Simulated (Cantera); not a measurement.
Input (Python, Cantera) and output of one run.

```python
import numpy as np
import cantera as ct

gas_names = [...]  # 123 gases of nasa_gas.yaml made of C, H, O, Si
cond_names = """
    C(gr) C6H6(L) C7H8(L) C8H18(L),n-octa H2O(s) H2O(L) Si(cr) Si(L) SiC(b) SiO2(Lqz) SiO2(hqz) SiO2(L)
""".split()


# ... load() reads the species with a 1 bar reference pressure and builds the phases ...
atoms = {
    'TEOS': {'Si': 1, 'C': 8, 'H': 20, 'O': 4},
    'O2': {'O': 2},
    'H2': {'H': 2},
}
top_T = {'C(gr)': 4500, 'SiC(b)': 3050}  # K; cautious upper limits of use, not melting points


# ... equilibrate(T, P, feed) seeds the gas with the atoms and calls Mixture.equilibrate('TP', solver="vcs", rtol=1e-11, max_steps=5000) ...
results = []
feed = {'TEOS': 1, 'O2': 0.39, 'H2': 0.19}  # mol
P = 22  # Pa
for T in [1223, 1298, 1373, 1448, 1523, 1598, 1673, 1748, 1823, 1898]:
    mix = equilibrate(T, P, feed)
    results.append((T, P, feed, dict(zip(mix.species_names, mix.species_moles))))
    x = sorted(zip(gas.X, gas.species_names), reverse=True)
    print(f"T = {T:g} K  P = {P:g} Pa  gas = {mix.phase_moles(0):.4g} mol")
    print("   x: " + "  ".join(f"{s} {v:.3e}" for v, s in x if v > 0.0001))
    print("   condensed (mol): " + ("  ".join(f"{mix.phase(i).name} {mix.phase_moles(i):.4g}"
          for i in range(1, mix.n_phases) if mix.phase_moles(i) > 1e-12) or "none"))
```

Result:

```
T = 1223 K  P = 22 Pa  gas = 14.97 mol
   x: H2 6.807e-01  CO 3.192e-01  SiO 1.498e-04
   condensed (mol): C(gr) 2.224  SiC(b) 0.9978
T = 1298 K  P = 22 Pa  gas = 14.97 mol
   x: H2 6.806e-01  CO 3.191e-01  SiO 2.345e-04
   condensed (mol): C(gr) 2.227  SiC(b) 0.9965
T = 1373 K  P = 22 Pa  gas = 14.97 mol
   x: H2 6.805e-01  CO 3.189e-01  SiO 3.492e-04  H 1.852e-04
   condensed (mol): C(gr) 2.23  SiC(b) 0.9948
T = 1448 K  P = 22 Pa  gas = 14.97 mol
   x: H2 6.803e-01  CO 3.187e-01  H 5.125e-04  SiO 4.985e-04
   condensed (mol): C(gr) 2.235  SiC(b) 0.9925
T = 1523 K  P = 22 Pa  gas = 14.98 mol
   x: H2 6.796e-01  CO 3.184e-01  H 1.285e-03  SiO 6.862e-04
   condensed (mol): C(gr) 2.24  SiC(b) 0.9897
T = 1598 K  P = 22 Pa  gas = 14.99 mol
   x: H2 6.782e-01  CO 3.179e-01  H 2.955e-03  SiO 9.153e-04
   condensed (mol): C(gr) 2.247  SiC(b) 0.9862
T = 1673 K  P = 22 Pa  gas = 15.02 mol
   x: H2 6.753e-01  CO 3.171e-01  H 6.310e-03  SiO 1.188e-03
   condensed (mol): C(gr) 2.255  SiC(b) 0.9818
T = 1748 K  P = 22 Pa  gas = 15.07 mol
   x: H2 6.699e-01  CO 3.157e-01  H 1.261e-02  SiO 1.503e-03  Si 1.247e-04
   condensed (mol): C(gr) 2.265  SiC(b) 0.9754
T = 1823 K  P = 22 Pa  gas = 15.16 mol
   x: H2 6.602e-01  CO 3.135e-01  H 2.373e-02  SiO 1.859e-03  Si 5.369e-04  C2H2,acetylene 1.395e-04
   condensed (mol): C(gr) 2.28  SiC(b) 0.9632
T = 1898 K  P = 22 Pa  gas = 15.33 mol
   x: H2 6.434e-01  CO 3.096e-01  H 4.227e-02  SiO 2.247e-03  Si 2.057e-03  C2H2,acetylene 2.421e-04
   condensed (mol): C(gr) 2.313  SiC(b) 0.9318
```

Method: chemical equilibrium by Gibbs-energy minimisation in Cantera with the NASA 1993 tables (ideal gas, pure condensed phases). The feed counts by its element totals alone.
